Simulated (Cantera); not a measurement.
Charge: 1 mol SiH4, 11 mol O2, at 10.0 Torr.

Method: chemical equilibrium by Gibbs-energy minimisation in Cantera with the NASA 1993 tables (ideal gas, pure condensed phases). Candidate condensed phases: H2O, Si, SiO2; 18 gas species. The tables hold silica as quartz up to 1696 K and as liquid above; real silica turns to tridymite and cristobalite and melts near 1996 K. Kinetics and transport are ignored.

At 1352 °C, list the 5 most abundant gas species with their mole fractions, and the condensed phases.

O2 0.818, H2O 0.181, OH 0.00119, O 0.000152, H2 1.54e-5. Condensed: SiO2(β-quartz).
